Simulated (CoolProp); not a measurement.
Vapour-liquid equilibrium of benzene (1) + m-xylene (2) at 0.6 MPa; x and y are mole fractions of (1).

Values from CoolProp's multi-fluid Helmholtz-energy mixture model, Thol 2012 and Zhou 2012; pair parameters Bell 2016.

### Question
Give the bubble temperature and the first vapour's composition at x = 0.05, 0.125, 0.65. Is there an azeotrope?

### Answer
x = 0.05: 488.1 K, y = 0.126; x = 0.125: 480.4 K, y = 0.286; x = 0.65: 441.5 K, y = 0.859. No azeotrope shows between x = 0.05 and 0.95.

Pair parameters are fitted to limited data, so mixtures are less certain than the pure fluids.
